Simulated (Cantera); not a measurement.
Feed: 1 mol B, 0.28 mol NH3, 97 mol H2, at 0.133 bar.

Equilibrium computed with Cantera from the NASA thermochemical tables; the gas is ideal and each condensed phase is pure. Candidate condensed phases: B, BN; 15 gas species. Mutual solubility and eutectic melting of coexisting phases are not modelled. The tables' values for BH2 are old estimates; treat these amounts as uncertain. Kinetics and transport are ignored. All values below are at 1427 °C.

Base state: H2 1.000, H 0.000403, BH2 6.11e-5 (mole fractions); condensed: B(s) + BN(s).

Task: What changes in the equilibrium state with this change: B replaced by borazine?

Result: 
| species | before | after |
|---|---|---|
| H2 | 1.000 | 0.998 |
| N2 | 4.51e-6 | 0.00139 |
| H | 0.000403 | 0.000403 |
| BH2 | 6.11e-5 | 3.47e-6 |
| B(s), mol | 0.714 | 0 |
| BN(s), mol | 0.279 | 3.00 |
The feed counts by its element totals alone.
